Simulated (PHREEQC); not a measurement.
Dissolve 0.0024 mol/kgw FeCl3, 0.00015 mol/kgw H3AsO4, 7e-05 mol/kgw NaF and 0.033 mol/kgw Na2SO4 at 25 °C. Closed to the air; pH follows from the charge balance.

Equilibrium calculation in PHREEQC: ion-association model, wateq4f.dat.

No solid was allowed to form.

**Question.** Order these Fe species by the share of Fe that they hold, largest first: FeSO4+, Fe(OH)2+, FeF+2, Fe(SO4)2-, FeOH+2.

**Answer.** FeSO4+ (55 %), FeOH+2 (17 %), Fe(SO4)2- (13 %), Fe(OH)2+ (6.9 %), FeF+2 (2.6 %)

**Question.** Order these S species by the share of S that they hold, largest first: Fe(SO4)2-, NaSO4-, FeSO4+, HSO4-, SO4-2.

**Answer.** SO4-2 (83 %), NaSO4- (9.8 %), FeSO4+ (4.0 %), Fe(SO4)2- (1.8 %), HSO4- (1.5 %)

The pH is 3.42 and the ionic strength 0.0942 mol/kgw. Examples of supersaturated solids here: Jarosite-Na, Fe(OH)3(a). Others may be too. The database's scorodite may be far more soluble than the real mineral, and it has no iron arsenate complexes; the constant wasn't checked at its source. Fluoro complexes past AlF4- and FeF3 are missing from the database.
